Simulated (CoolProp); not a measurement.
The fluoroketone C6F12O (FK-5-1-12) at 298.15 K and 0.0278 MPa is throttled through a valve to 0.00489 MPa with no heat exchange. Each further row changes one setting.

Model: reference Helmholtz-energy equation of state, McLinden 2015, in CoolProp.

```json
[
 {"case": "as stated", "temperature change (K)": "-0.7", "final density (kg/m³)": "0.627"},
 {"case": "outlet pressure 0.00147 MPa", "temperature change (K)": "-0.8", "final density (kg/m³)": "0.188"},
 {"case": "outlet pressure 0.00636 MPa", "temperature change (K)": "-0.6", "final density (kg/m³)": "0.817"}
]
```
